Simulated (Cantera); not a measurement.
A freely propagating, adiabatic, planar premixed flame of H2 : O2 : N2 = 1 : 0.735 : 2.76 (molar parts), equivalence ratio 0.68, unburnt at 500 K and 5.00 bar; mixture-averaged transport, grid criteria slope 0.08 and curve 0.16, no radiation.

Detailed kinetics in Cantera: the H2/O2 subset of GRI-Mech 3.0, which has no nitrogen chemistry. The hydrogen kinetics of GRI-Mech 3.0 are dated; newer H2 mechanisms differ, most at raised pressure. Burning velocities carry a grid error of a few per cent, more on coarse grids. Lean hydrogen flames are cellular in practice and burn faster than this planar one.

Task: Predict: laminar burning velocity; thermal thickness; peak x(OH); peak x(HO2); peak x(O).

Result: 
| Property | Result |
|---|---|
| laminar burning velocity | 210 cm/s |
| thermal thickness | 0.0598 mm |
| peak x(OH) | 0.00995 |
| peak x(HO2) | 0.000856 |
| peak x(O) | 0.00516 |
